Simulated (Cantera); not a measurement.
A Cantera script and its output.

```python
import numpy as np
import cantera as ct

surf = ct.Interface("diamond.yaml", "diamond_100")
gas, bulk = surf.adjacent["gas"], surf.adjacent["diamond"]
k = surf.kinetics_species_index(bulk.species_names[0])
cover = ["c6HH", "c6H*", "c6*H", "c6**", "c6HM", "c6B"]

rows, drift = [], 0.0
print(f"{'xH':>10s}{'um/h':>11s}" + "".join(f"{s:>11s}" for s in cover))
for v in [0.0001, 0.00021, 0.00046, 0.00098, 0.0021, 0.0045, 0.0095, 0.02, 0.044]:
    T, P, xH, xCH3 = 1323, 26000, v, 0.002
    gas.TPX = T, P, {"H": xH, "CH3": xCH3, "CH4": 0.003, "H2": 1 - xH - xCH3 - 0.003}
    surf.TP = bulk.TP = T, P
    surf.coverages = "c6H*:0.1, c6HH:0.9"
    surf.advance_coverages(100.0)
    before = surf.coverages
    surf.advance_coverages(100.0)
    drift = max(drift, np.max(np.abs(surf.coverages - before) / (surf.coverages + 1e-9)))
    rate = surf.net_production_rates[k] * bulk.mean_molecular_weight / bulk.density * 3.6e9
    rows.append([rate, *surf[cover].coverages])
    print(f"{v:10.4g}{rate:11.4e}" + "".join(f"{x:11.3e}" for x in rows[-1][1:]))
```

It prints:

```
        xH       um/h       c6HH       c6H*       c6*H       c6**       c6HM        c6B
    0.0001 3.7946e+00  6.609e-01  2.788e-02  2.869e-01  2.682e-03  5.607e-03  1.030e-08
   0.00021 1.1386e+01  5.495e-01  3.663e-02  3.769e-01  6.289e-03  7.712e-03  3.090e-08
   0.00046 2.8623e+01  4.625e-01  4.326e-02  4.450e-01  1.307e-02  9.813e-03  7.767e-08
   0.00098 5.8286e+01  4.112e-01  4.697e-02  4.828e-01  2.227e-02  1.155e-02  1.582e-07
    0.0021 1.0573e+02  3.827e-01  4.891e-02  5.022e-01  3.217e-02  1.265e-02  2.869e-07
    0.0045 1.7842e+02  3.684e-01  5.000e-02  5.119e-01  4.026e-02  1.259e-02  4.841e-07
    0.0095 2.8232e+02  3.622e-01  5.085e-02  5.177e-01  4.560e-02  1.112e-02  7.661e-07
      0.02 4.1336e+02  3.601e-01  5.186e-02  5.218e-01  4.892e-02  8.537e-03  1.122e-06
     0.044 5.5429e+02  3.599e-01  5.351e-02  5.245e-01  5.120e-02  5.504e-03  1.504e-06
```

Cantera simulation using the Harris–Goodwin 1993 mechanism for the reconstructed diamond (100) surface; the numbers are that mechanism's predictions, not measurements.
